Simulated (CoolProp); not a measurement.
Cyclopentane at 248.67 K and 2.67 MPa is throttled through a valve to 1.16 MPa with no heat exchange. Each further row changes one setting.

Model: reference Helmholtz-energy equation of state, Gedanitz 2015, in CoolProp.

```tsv
case	temperature change (K)	final density (kg/m³)
as stated	+0.9	787
outlet pressure 0.348 MPa	+1.3	786
outlet pressure 1.51 MPa	+0.7	788
```
